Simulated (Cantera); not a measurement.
Mixture: 9.10 % CH₄, 0.328 % H₂, 25.9 % O₂, 64.7 % N₂, at 3750 Torr, adiabatic and at constant pressure. Ignition delay is the time to a rise of 400 K.

Model: GRI-Mech 3.0 (53 species, 325 reactions), integrated in Cantera.

Q: Predict: delay at 1100 K; delay at 1250 K; delay at 1400 K; delay at 1550 K; delay at 1700 K; apparent activation energy between 1550 and 1700 K.

A: 
| Property | Result |
|---|---|
| delay at 1100 K | 12.3 ms |
| delay at 1250 K | 2.23 ms |
| delay at 1400 K | 0.459 ms |
| delay at 1550 K | 0.116 ms |
| delay at 1700 K | 36.8 µs |
| apparent activation energy between 1550 and 1700 K | 170 kJ/mol |
